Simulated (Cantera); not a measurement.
Gas mixture: O2 : N2O = 0.98 : 0.44 (molar parts), at 825 Torr, frozen composition.

Cantera's kinetic-theory transport with the Lennard-Jones parameters of GRI-Mech 3.0, ideal gas; thermal conductivity in the mixture-averaged form. The composition is frozen, though it would react at the higher temperatures.

One state of this run: ρ (kg/m³) = 0.473; cp (J/kg/K) = 1153; μ (µPa s) = 45.0; λ (mW/m/K) = 71.8; Pr = 0.723; D (cm²/s) OH = 2.13; D (cm²/s) H = 8.75; D (cm²/s) N2 = 1.39. D: mixture-averaged diffusion coefficient of that species in the mixture.

### Question
Which value of T (K) does it belong to?
(A) 1000
(B) 400
(C) 700
(D) 850

### Answer
A, 1000
